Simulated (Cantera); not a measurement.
Input (Python, Cantera) and output of one run.

```python
import numpy as np
import cantera as ct

gas_names = [...]  # 130 gases of nasa_gas.yaml made of C, H, Mg, O, S
cond_names = """
    C(gr) C6H6(L) C7H8(L) C8H18(L),n-octa H2O(s) H2O(L) H2SO4(L) Mg(cr) Mg(L) MgCO3(s) MgO(s) MgO(L)
    MgO2H2(s) MgS(s) MgSO4(s) MgSO4(L) S(cr1) S(cr2) S(L)
""".split()


# ... load() reads the species with a 1 bar reference pressure and builds the phases ...
atoms = {
    'MgSO4': {'Mg': 1, 'S': 1, 'O': 4},
    'CO2': {'C': 1, 'O': 2},
    'H2': {'H': 2},
}
top_T = {'C(gr)': 4500, 'MgS(s)': 2250}  # K; cautious upper limits of use, not melting points


# ... equilibrate(T, P, feed) seeds the gas with the atoms and calls Mixture.equilibrate('TP', solver="vcs", rtol=1e-11, max_steps=5000) ...
results = []
feed = {'MgSO4': 1, 'CO2': 0.14, 'H2': 5.7}  # mol
T = 2023.15  # K
P = 1000  # Pa
mix = equilibrate(T, P, feed)
results.append((T, P, feed, dict(zip(mix.species_names, mix.species_moles))))
print(gas.report(threshold=0.001))
for i in range(1, mix.n_phases):
    print(f"{mix.phase(i).name:16s} {mix.phase_moles(i):12.5e} mol")
```

Output:

```
       temperature   2023.2 K
          pressure   1000 Pa
           density   0.00088211 kg/m^3
  mean mol. weight   14.838 kg/kmol
   phase of matter   gas

                          1 kg             1 kmol
                     ---------------   ---------------
          enthalpy       -1.9717e+06       -2.9257e+07  J
   internal energy       -3.1054e+06       -4.6079e+07  J
           entropy             18942        2.8107e+05  J/K
    Gibbs function       -4.0295e+07        -5.979e+08  J
 heat capacity c_p            2821.9             41872  J/K
 heat capacity c_v            2261.6             33558  J/K

                      mass frac. Y      mole frac. X     chem. pot. / RT
                     ---------------   ---------------   ---------------
                CO          0.034231          0.018134           -42.928
               CO2         0.0087482         0.0029496           -65.584
                 H        0.00089355          0.013154           -12.429
                H2          0.065045           0.47875           -24.859
               H2O           0.44132            0.3635           -47.515
               H2S          0.010717         0.0046668           -41.085
                Mg         0.0045489         0.0027771           -22.282
                OH         0.0011926         0.0010405           -35.085
                 S          0.014028         0.0064925           -16.226
                SH          0.020377         0.0091437           -28.656
                SO          0.090938          0.028077           -38.882
               SO2           0.17274          0.040013           -61.538
                S2           0.13341          0.030872           -32.452
     [ +117 minor]         0.0018122        0.00043041

C(gr)             0.00000e+00 mol
Mg(L)             0.00000e+00 mol
MgO(s)            9.80352e-01 mol
MgS(s)            0.00000e+00 mol
MgSO4(L)          0.00000e+00 mol
S(L)              0.00000e+00 mol
```

Cantera equilibrium calculation (NASA polynomials, part measured and part estimated; ideal gas, pure solids and liquids).
